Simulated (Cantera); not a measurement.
An isothermal plug-flow reactor at 623 K and 0.460 bar (inlet), inlet velocity 0.56 m/s, active area per volume 860 1/m; feed H2 : O2 : N2 = 0.0067 : 0.074 : 0.79 (molar parts).

Detailed kinetics in Cantera: Deutschmann's 1995 Pt surface mechanism with GRI-Mech 3.0 gas chemistry. Catalytic surfaces can have several steady states; this one follows from the mechanism file's or the stated starting coverage. Mass transfer to the wall is taken as infinitely fast.

**Question.** What does this change do: N2 0.79 to 1.1 parts?

**Answer.** 
| quantity | before | after |
|---|---|---|
| x(H2) at z = 0.02 m | 2.02e-5 | 1.18e-5 |
| x(O2) at z = 0.02 m | 0.0815 | 0.0600 |
| x(H2O) at z = 0.02 m | 0.00770 | 0.00568 |
| θ(free Pt) at the exit | 0.00260 | 0.00294 |
| θ(O*) at the exit | 0.996 | 0.996 |

**Question.** What does this change do: temperature 623 to 698 K?

**Answer.** 
```csv
quantity,before,after
x(H2) at z = 0.02 m,2.02e-5,7.52e-9
x(O2) at z = 0.02 m,0.0815,0.0815
x(H2O) at z = 0.02 m,0.00770,0.00772
θ(free Pt) at the exit,0.00260,0.0117
θ(O*) at the exit,0.996,0.987
θ(OH*) at the exit,0.00107,0.00127
```
